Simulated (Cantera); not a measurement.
Input: 1 mol Hg, 0.16 mol H2, held at 1225 K and 13300 Pa.

Cantera equilibrium calculation (NASA polynomials, part measured and part estimated; ideal gas, pure solids and liquids). Candidate condensed phases: Hg; 3 gas species. Kinetics and transport are ignored.

Base state: Hg 0.862, H2 0.138 (mole fractions); condensed: gas only.

What changes in the equilibrium state with this change: Hg replaced by PbO?


```tsv
species	before	after
H2O	0	0.992
Pb	0	0.00701
PbO	0	0.000847
Hg	0.862	0
H2	0.138	0.000341
Pb(l), mol	0	0.159
PbO(l), mol	0	0.840
```
Each liquid is taken as pure. Mutual solubility and eutectic melting of coexisting phases are not modelled. Gases not in the tables: (PbO)n polymers. Further candidate phases: H2O, Pb, PbO, PbO2, Pb3O4.
